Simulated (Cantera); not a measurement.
**NO annealing gas**

A perfectly stirred reactor is fed with NO : N2 = 1 : 0.12 (molar parts), at 20.0 Torr; it is held at 1900 K, and followed from long to short residence time.

Model: GRI-Mech 3.0 (53 species, 325 reactions), integrated in Cantera. Radical loss at walls, strong at low pressure, is not modelled.

```tsv
τ (s)	x NO	x O2	x N2	x N2O	x O
4.0	0.754	0.0690	0.176	0.000175	0.000566
1.1	0.854	0.0188	0.126	0.000245	0.000383
0.28	0.883	0.00440	0.112	0.000258	0.000297
0.075	0.890	0.000953	0.108	0.000220	0.000241
0.020	0.892	0.000134	0.107	0.000133	0.000154
0.0053	0.893	8.59e-6	0.107	5.16e-5	5.69e-5
0.0014	0.893	4.96e-7	0.107	1.54e-5	1.56e-5
0.00038	0.893	3.58e-8	0.107	4.31e-6	4.32e-6
0.00010	0.893	2.49e-9	0.107	1.15e-6	1.15e-6
```
x: mole fraction; the columns are a selection and need not sum to one.
